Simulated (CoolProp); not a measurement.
n-perfluorohexane along the isotherm 176.85 °C: fugacity coefficient from the reference equation and from simpler models built on Tc = 174.9 °C, pc = 1.742 MPa, ω = 0.497; each cubic takes its own stable root.

Model: reference Helmholtz-energy equation of state, Gao 2022, in CoolProp.

| p (MPa) | phase | reference | van der Waals | Redlich-Kwong | Soave-Redlich-Kwong | Peng-Robinson |
|---|---|---|---|---|---|---|
| 0.335 | gas | [?] | 0.9438 | 0.9360 | 0.9363 | 0.9295 |
| 0.67 | gas | 0.8696 | 0.8878 | 0.8734 | 0.8739 | 0.8614 |
| 1 | gas | 0.8063 | 0.8324 | 0.8125 | 0.8133 | 0.7962 |
| 1.34 | gas | 0.7406 | 0.7743 | 0.7497 | 0.7508 | 0.7302 |
| 1.67 | gas | 0.6742 | 0.7142 | 0.6864 | 0.6880 | 0.6651 |
| 2.01 | supercritical | 0.5913 | 0.6356 | 0.6071 | 0.6102 | 0.5871 |
| 2.34 | supercritical | 0.5241 | 0.5728 | 0.5432 | [?] | 0.5235 |
| 2.68 | supercritical | 0.4717 | 0.5238 | 0.4929 | 0.4958 | 0.4735 |
| 3.01 | supercritical | 0.4320 | 0.4869 | 0.4548 | 0.4576 | 0.4354 |
| 3.35 | supercritical | 0.3994 | 0.4567 | 0.4233 | 0.4260 | 0.4040 |
| 3.68 | supercritical | 0.3735 | 0.4330 | 0.3984 | 0.4009 | 0.3789 |
| 4.02 | supercritical | 0.3514 | 0.4130 | 0.3770 | 0.3795 | 0.3575 |
| 4.35 | supercritical | 0.3333 | 0.3968 | [?] | 0.3620 | 0.3399 |

### Question
Some entries are withheld; supply them.

### Answer

- 0.335, reference: 0.9343
- 2.34, Soave-Redlich-Kwong: 0.5462
- 4.35, Redlich-Kwong: 0.3596
